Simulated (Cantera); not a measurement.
A perfectly stirred reactor is fed with CH₄ : C₂H₆ : O₂ : N₂ = 1 : 0.4 : 3.09 : 17.6 (molar parts), at 9000 Torr; it is adiabatic with a 723 K inlet, and is followed from long to short residence time, starting on the burning branch (τ in s: 0.37, 0.15, 0.057, 0.022, 0.0087, 0.0034, 0.0013, 0.00052, 0.00021, 8e-05, 3.1e-05).

Model: GRI-Mech 3.0 (53 species, 325 reactions), integrated in Cantera. The pressure lies above the range GRI-Mech 3.0 was tuned for (to about 10 atm).

Question: What does this change do: 1.3 parts CO2 added?

Answer: 
```json
[
 {"quantity": "blow-out, bracketed by the residence times tried", "before": "burning at 80.0 µs, out at 31.0 µs", "after": "burning at 0.210 ms, out at 80.0 µs"},
 {"quantity": "x(CH₄) at τ = 0.370 s", "before": "3.97e-6", "after": "6.44e-6"},
 {"quantity": "x(C₂H₆) at τ = 0.370 s", "before": "1.27e-8", "after": "2.60e-8"},
 {"quantity": "x(O₂) at τ = 0.370 s", "before": "3.23e-5", "after": "4.43e-5"},
 {"quantity": "x(C₂H) at τ = 0.370 s", "before": "3.09e-10", "after": "3.73e-10"},
 {"quantity": "x(O) at τ = 0.370 s", "before": "2.76e-6", "after": "1.42e-6"},
 {"quantity": "x(CH₄) at τ = 3.40 ms", "before": "4.16e-5", "after": "4.46e-5"},
 {"quantity": "x(C₂H₆) at τ = 3.40 ms", "before": "9.20e-7", "after": "1.49e-6"},
 {"quantity": "x(O₂) at τ = 3.40 ms", "before": "0.000657", "after": "0.000999"},
 {"quantity": "x(C₂H) at τ = 3.40 ms", "before": "2.34e-8", "after": "2.28e-8"},
 {"quantity": "x(O) at τ = 3.40 ms", "before": "3.24e-5", "after": "3.05e-5"}
]
```

Question: What does this change do: CH4 1 to 0.77 parts?

Answer: 
```json
[
 {"quantity": "blow-out, bracketed by the residence times tried", "before": "burning at 80.0 µs, out at 31.0 µs", "after": "burning at 80.0 µs, out at 31.0 µs"},
 {"quantity": "x(CH₄) at τ = 0.370 s", "before": "3.97e-6", "after": "2.20e-7"},
 {"quantity": "x(C₂H₆) at τ = 0.370 s", "before": "1.27e-8", "after": "9.40e-9"},
 {"quantity": "x(O₂) at τ = 0.370 s", "before": "3.23e-5", "after": "0.00664"},
 {"quantity": "x(C₂H) at τ = 0.370 s", "before": "3.09e-10", "after": "1.69e-10"},
 {"quantity": "x(O) at τ = 0.370 s", "before": "2.76e-6", "after": "4.55e-5"},
 {"quantity": "x(CH₄) at τ = 3.40 ms", "before": "4.16e-5", "after": "1.18e-5"},
 {"quantity": "x(C₂H₆) at τ = 3.40 ms", "before": "9.20e-7", "after": "8.20e-7"},
 {"quantity": "x(O₂) at τ = 3.40 ms", "before": "0.000657", "after": "0.00834"},
 {"quantity": "x(C₂H) at τ = 3.40 ms", "before": "2.34e-8", "after": "1.34e-8"},
 {"quantity": "x(O) at τ = 3.40 ms", "before": "3.24e-5", "after": "0.000117"}
]
```
